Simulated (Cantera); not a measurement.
An adiabatic, constant-pressure homogeneous reactor starts with C3H8 : O2 : N2 = 1 : 2.08 : 7.83 (molar parts), at 1073 K and 24.0 bar. Integrator tolerance rtol = 1e-08.

Cantera simulation using GRI-Mech 3.0 (53 species, 325 reactions); the numbers are that mechanism's predictions, not measurements. GRI-Mech 3.0 was tuned for natural gas; its chemistry of propane as a main component is partial and can be far from experiment. The pressure lies above the range GRI-Mech 3.0 was tuned for (to about 10 atm).

Question: What does this change do: constant volume in place of constant pressure?

Answer: 
| quantity | before | after |
|---|---|---|
| time of steepest temperature rise | 8.65 ms | 8.43 ms |
| temperature at 0.200 s | 2023 K | 2369 K |
| equilibrium temperature | 2023 K | 2369 K |
| x(C3H8) at 0.200 s | <1e-12 (gas-phase equilibrium <1e-12) | <1e-12 (gas-phase equilibrium <1e-12) |
| x(O2) at 0.200 s | 5.09e-10 (gas-phase equilibrium 5.09e-10) | 1.45e-8 (gas-phase equilibrium 1.45e-8) |
| x(HCN) at 0.200 s | 7.52e-6 (gas-phase equilibrium 1.03e-5) | 2.84e-5 (gas-phase equilibrium 2.85e-5) |
| x(H2O) at 0.200 s | 0.0653 (gas-phase equilibrium 0.0653) | 0.0672 (gas-phase equilibrium 0.0672) |
| x(H2) at 0.200 s | 0.204 (gas-phase equilibrium 0.204) | 0.202 (gas-phase equilibrium 0.202) |
| x(C2H6) at 0.200 s | <1e-12 (gas-phase equilibrium <1e-12) | <1e-12 (gas-phase equilibrium <1e-12) |
